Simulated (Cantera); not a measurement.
A perfectly stirred reactor is fed with H₂ : O₂ = 0.057 : 1 (molar parts), at 0.00610 bar; it is held at 1275 K, and followed from long to short residence time.

Cantera simulation using the H2/O2 subset of GRI-Mech 3.0, which has no nitrogen chemistry; the numbers are that mechanism's predictions, not measurements. Radical loss at walls, strong at low pressure, is not modelled. The temperature is held fixed by assumption; the heat of reaction is taken as removed at once.

x: mole fraction; the columns are a selection and need not sum to one.

| τ (s) | x H₂ | x O₂ | x H | x O | x H₂O₂ |
|---|---|---|---|---|---|
| 0.41 | 0.000566 | 0.926 | 0.00238 | 0.0161 | 3.77e-8 |
| 0.18 | 0.000822 | 0.919 | 0.00394 | 0.0224 | 3.97e-8 |
| 0.080 | 0.00115 | 0.913 | 0.00561 | 0.0279 | 4.14e-8 |
| 0.035 | 0.00166 | 0.908 | 0.00708 | 0.0315 | 4.44e-8 |
| 0.015 | 0.00262 | 0.907 | 0.00825 | 0.0324 | [?] |
| 0.0068 | 0.00443 | 0.907 | 0.00909 | 0.0310 | [?] |
| 0.0030 | 0.00814 | 0.911 | 0.00950 | 0.0273 | [?] |
| 0.0013 | 0.0156 | 0.917 | 0.00878 | 0.0212 | [?] |

Q: What belongs in the gaps?

A: 
- 0.015, x H₂O₂: 5.05e-8
- 0.0068, x H₂O₂: 6.04e-8
- 0.0030, x H₂O₂: 7.46e-8
- 0.0013, x H₂O₂: 8.60e-8
